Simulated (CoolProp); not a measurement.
Values from CoolProp's reference Helmholtz-energy equation of state, Platzer 1990. This equation is an older, rougher fit; its heat capacities, sound speeds and derivatives of the liquid may be far off and weren't checked against measurements.

**Question.** For CF4 (R14), give the phase and the viscosity (µPa s) at 253.1 K and 0.564 bar; 253.1 K and 26.2 bar.

**Answer.** 
- 253.1 K and 0.564 bar: gas; viscosity 14.9
- 253.1 K and 26.2 bar: gas; viscosity 17.2

Viscosity comes from a separate model (Huber 2003), an estimate that may be off by 10 % or more.
